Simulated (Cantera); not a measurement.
A Cantera script and what it prints.

```python
import numpy as np
import cantera as ct

gas_names = """
    C CH CH2 CH3 CH2OH CH3O CH4 CH3OH CN CO CO2 COOH C2 C2H CHCO,ketyl C2H2,acetylene C2H2,vinylidene
    CH2CO,ketene C2H3,vinyl CH3CN CH3CO,acetyl C2H4 C2H4O,ethylen CH3CHO,ethanal CH3COOH (HCOOH)2 C2H5
    C2H6 CH3OCH3 C2H5OH CCN CNC C2N2 C2O C3 C3H3,propargyl C3H4,allene C3H4,propyne C3H4,cyclo-
    C3H5,allyl C3H6,propylene C3H6,cyclo- C3H6O C3H7,n-propyl C3H7,i-propyl C3H8 C3H8O,1propanol
    C3H8O,2propanol C3O2 C4 C4H2 C4H4,1,3-cyclo- C4H6,butadiene C4H6,2-butyne C4H6,cyclo- C4H8,1-butene
    C4H8,cis2-buten C4H8,tr2-butene C4H8,isobutene C4H8,cyclo- (CH3COOH)2 C4H9,n-butyl C4H9,i-butyl
    C4H9,s-butyl C4H9,t-butyl C4H10,isobutane C4H10,n-butane C4N2 C5 C5H6,1,3cyclo- C5H8,cyclo-
    C5H10,1-pentene C5H10,cyclo- C5H11,pentyl C5H11,t-pentyl C5H12,n-pentane C5H12,i-pentane
    CH3C(CH3)2CH3 C6H2 C6H5,phenyl C6H5O,phenoxy C6H6 C6H5OH,phenol C6H10,cyclo- C6H12,1-hexene
    C6H12,cyclo- C6H13,n-hexyl C7H7,benzyl C7H8 C7H8O,cresol C7H14,1-heptene C7H15,n-heptyl
    C7H16,n-heptane C8H8,styrene C8H10,ethylbenz C8H16,1-octene C8H17,n-octyl C8H18,isooctane
    C8H18,n-octane C9H19,n-nonyl C10H8,naphthale C10H21,n-decyl C12H9,o-bipheny C12H10,bipheny H HCN HCO
    HCCN HNC HNCO HNO HNO2 HNO3 HO2 H2 HCHO,formaldehy HCOOH H2O H2O2 N NCO NH NH2 NH3 NH2OH NO NO2 NO3
    N2 N2H2 N2H4 N2O O OH O2 O3 Si SiC SiC2 SiC4H12 SiH SiH2 SiH3 SiH4 SiN SiO SiO2 Si2 Si2C Si2N Si3
""".split()
cond_names = """
    C(gr) C6H6(L) C7H8(L) C8H18(L),n-octa H2O(s) H2O(L) Si(cr) Si(L) SiC(b) SiO2(Lqz) SiO2(hqz) SiO2(L)
    Si2N2O(s) Si3N4(a)
""".split()


def load(file, names, dense=False):
    # The tables refer to 1 bar. Condensed volumes are neglected.
    table = {s.name: s for s in ct.Species.list_from_file(file)}
    out = []
    for n in names:
        d = dict(table[n].input_data)
        d["thermo"] = dict(d["thermo"], **{"reference-pressure": 1e5})
        if dense:
            d["equation-of-state"] = {"model": "constant-volume", "density": "1e6 g/cm^3"}
        out.append(ct.Species.from_dict(d))
    return out


gas = ct.Solution(thermo="ideal-gas", species=load("nasa_gas.yaml", gas_names))
cond = {s.name: ct.Solution(thermo="fixed-stoichiometry", species=[s], name=s.name)
        for s in load("nasa_condensed.yaml", cond_names, dense=True)}
atoms = {
    'Si3N4': {'Si': 3, 'N': 4},
    'CO2': {'C': 1, 'O': 2},
    'H2': {'H': 2},
}
top_T = {'C(gr)': 4500, 'SiC(b)': 3050, 'Si2N2O(s)': 2100, 'Si3N4(a)': 2400}  # K; cautious upper limits of use, not melting points


def equilibrate(T, P, feed):
    n = {}
    for name, mol in feed.items():
        for a, k in atoms[name].items():
            n[a] = n.get(a, 0.0) + k * mol
    gas.TPX = T, P, n
    mass = sum(n.values()) * gas.mean_molecular_weight
    gas.equilibrate("TP")
    valid = [c for c in cond.values() if c.min_temp <= T <= top_T.get(c.name, c.max_temp)]
    mix = ct.Mixture([(gas, mass / gas.mean_molecular_weight)] + [(c, 0.0) for c in valid])
    mix.T, mix.P = T, P
    mix.equilibrate("TP", solver="vcs", rtol=1e-11, max_steps=5000)
    return mix


results = []
T = 1325  # K
P = 2.2  # Pa
for m in [0.32, 0.41, 0.53, 0.68, 0.87, 1.1, 1.4, 1.8, 2.4, 3]:
    feed = {'Si3N4': 1, 'CO2': m, 'H2': 1.3}  # mol
    mix = equilibrate(T, P, feed)
    results.append((T, P, feed, dict(zip(mix.species_names, mix.species_moles))))

top = {s: max(r[3][s] / sum(r[3][g] for g in gas_names) for r in results) for s in gas_names}
cols = sorted((s for s in top if top[s] > 0.0001), key=lambda s: -top[s])[:7]
seen = [c for c in cond_names if any(r[3].get(c, 0) > 1e-12 for r in results)]
print("log10 of partial pressures in bar; condensed amounts in mol")
print(f"{'n(CO2)':>10s}" + "".join(f"{s[:9]:>10s}" for s in cols + seen))
for T, P, feed, n in results:
    ng = sum(n[g] for g in gas_names)
    print(f"{feed['CO2']:10.4g}" + "".join(f"{np.log10(max(n[s] / ng * P / 1e5, 1e-99)):10.3f}" for s in cols)
          + "".join(f"{n.get(c, 0):10.4g}" for c in seen))
```

Output:

```
log10 of partial pressures in bar; condensed amounts in mol
    n(CO2)        H2        CO        N2       SiO         H    SiC(b) SiO2(hqz) Si2N2O(s)  Si3N4(a)
      0.32    -4.781    -9.281    -5.265    -8.413    -8.177      0.32         0    0.6397    0.4668
      0.41    -4.810    -9.202    -5.186    -8.439    -8.192    0.4099         0    0.8196    0.3168
      0.53    -4.846    -9.127    -5.111    -8.464    -8.210    0.5299         0      1.06    0.1168
      0.68    -4.889    -5.882    -5.113    -7.382    -8.231     0.548         0     1.224         0
      0.87    -4.937    -5.400    -5.196    -7.165    -8.255    0.4225         0     1.285         0
       1.1    -4.988    -5.183    -5.295    -7.027    -8.281    0.2706         0     1.359         0
       1.4    -5.048    -5.039    -5.425    -6.892    -8.310   0.07283         0     1.454         0
       1.8    -5.131    -4.989    -5.438    -6.154    -8.352         0    0.1589     1.359         0
       2.4    -5.215    -4.949    -5.401    -6.166    -8.394         0    0.5515     1.151         0
         3    -5.286    -4.923    -5.376    -6.174    -8.429         0    0.9439     0.944         0
```

Cantera equilibrium calculation (NASA polynomials, part measured and part estimated; ideal gas, pure solids and liquids). Mutual solubility and eutectic melting of coexisting phases are not modelled. The tables hold silica as quartz up to 1696 K and as liquid above; real silica turns to tridymite and cristobalite and melts near 1996 K.
